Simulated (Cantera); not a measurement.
Input (Python, Cantera) and output of one run.

```python
import numpy as np
import cantera as ct

gas_names = """
    B BCL BCL2 BCL3 BH BH2 BH3 BN B2 CL CL2 H HCL H2 N NH NH2 NH3 N2 N2H2 N2H4
""".split()
cond_names = """
    B(b) B(L) BN(s) NH4CL(a) NH4CL(b)
""".split()


# ... load() reads the species with a 1 bar reference pressure and builds the phases ...
atoms = {
    'B': {'B': 1},
    'HCl': {'H': 1, 'CL': 1},
    'N2': {'N': 2},
}
top_T = {'BN(s)': 3200}  # K; cautious upper limits of use, not melting points


# ... equilibrate(T, P, feed) seeds the gas with the atoms and calls Mixture.equilibrate('TP', solver="vcs", rtol=1e-11, max_steps=5000) ...
results = []
feed = {'B': 1, 'HCl': 0.7, 'N2': 1.4}  # mol
T = 1173  # K
P = 54000  # Pa
mix = equilibrate(T, P, feed)
results.append((T, P, feed, dict(zip(mix.species_names, mix.species_moles))))
print(gas.report(threshold=1e-05))
for i in range(1, mix.n_phases):
    print(f"{mix.phase(i).name:16s} {mix.phase_moles(i):12.5e} mol")
```

Result:

```
       temperature   1173 K
          pressure   54000 Pa
           density   0.17606 kg/m^3
  mean mol. weight   31.797 kg/kmol
   phase of matter   gas

                          1 kg             1 kmol
                     ---------------   ---------------
          enthalpy       -4.3283e+05       -1.3763e+07  J
   internal energy       -7.3955e+05       -2.3516e+07  J
           entropy            7629.6         2.426e+05  J/K
    Gibbs function       -9.3823e+06       -2.9833e+08  J
 heat capacity c_p            1046.3             33269  J/K
 heat capacity c_v            784.81             24955  J/K

                      mass frac. Y      mole frac. X     chem. pot. / RT
                     ---------------   ---------------   ---------------
              BCL3          0.013198          0.003582           -87.816
               HCL           0.48931           0.42675            -35.63
                H2        0.00034068         0.0053733           -23.759
                N2           0.49715           0.56429           -26.479
     [  +17 minor]        1.0156e-06        9.0053e-07

B(b)              0.00000e+00 mol
BN(s)             9.94269e-01 mol
```

Equilibrium computed with Cantera from the NASA thermochemical tables; the gas is ideal and each condensed phase is pure. N2 is the only nitrogen source here; it is nearly inert below about 1500 K, so the nitride shown seldom forms there in practice. Gases not in the tables: BHCl2.
